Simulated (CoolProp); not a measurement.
Vapour pressure (bar) of sulfur dioxide: the reference equation beside estimates from Tc = 430.6 K, pc = 78.87 bar, ω = 0.256. Clausius-Clapeyron is anchored at 218.9 K with a constant enthalpy of vaporisation of 27.34 kJ/mol.

Values from CoolProp's reference Helmholtz-energy equation of state, Gao 2016.

| T (K) | reference | Lee-Kesler | Clausius-Clapeyron | van der Waals | Redlich-Kwong | Soave-Redlich-Kwong | Peng-Robinson |
|---|---|---|---|---|---|---|---|
| 216.9 | 0.07544 | 0.07241 | 0.07551 | 2.302 | 0.1970 | ? | 0.08001 |
| 218.9 | 0.08674 | 0.08331 | 0.08674 | 2.448 | 0.2232 | 0.08546 | ? |
| 221 | 0.1001 | 0.09622 | 0.1000 | 2.609 | 0.2537 | 0.09861 | ? |
| 223 | 0.1144 | 0.1101 | 0.1143 | 2.768 | 0.2858 | 0.1127 | 0.1201 |
| 225 | 0.1303 | ? | 0.1303 | 2.935 | 0.3211 | 0.1284 | ? |
| 227.1 | 0.1491 | 0.1437 | 0.1492 | 3.117 | 0.3619 | 0.1469 | 0.1556 |
| 229.1 | 0.1690 | 0.1631 | 0.1693 | 3.297 | 0.4044 | 0.1665 | 0.1759 |
| 231.1 | 0.1910 | 0.1845 | 0.1917 | 3.485 | 0.4509 | 0.1883 | 0.1983 |
| 233.2 | 0.2167 | 0.2096 | 0.2179 | 3.691 | 0.5041 | 0.2136 | 0.2244 |
| 235.2 | 0.2437 | 0.2360 | 0.2457 | 3.894 | 0.5594 | 0.2403 | 0.2518 |
| 237.2 | 0.2735 | 0.2651 | 0.2764 | 4.105 | 0.6193 | 0.2698 | 0.2819 |
| 239.3 | 0.3079 | 0.2989 | ? | 4.335 | 0.6876 | 0.3038 | 0.3167 |
| 241.3 | 0.3439 | 0.3342 | 0.3499 | 4.563 | 0.7580 | 0.3395 | ? |
| 243.3 | 0.3833 | 0.3730 | 0.3913 | 4.798 | 0.8339 | 0.3785 | 0.3927 |

Q: Complete the blanks.

A: 
- 216.9, Soave-Redlich-Kwong: 0.07434
- 218.9, Peng-Robinson: 0.09167
- 221, Peng-Robinson: 0.1054
- 225, Lee-Kesler: 0.1255
- 225, Peng-Robinson: 0.1365
- 239.3, Clausius-Clapeyron: 0.3122
- 241.3, Peng-Robinson: 0.3530

Absolute difference from the reference over all 14 rows, mean and median: Lee-Kesler 3.4 and 3.4 %, Clausius-Clapeyron 0.6 and 0.3 %, van der Waals 1886.2 and 1787.7 %, Redlich-Kwong 138.3 and 137.7 %, Soave-Redlich-Kwong 1.4 and 1.4 %, Peng-Robinson 4.1 and 4.0 %.
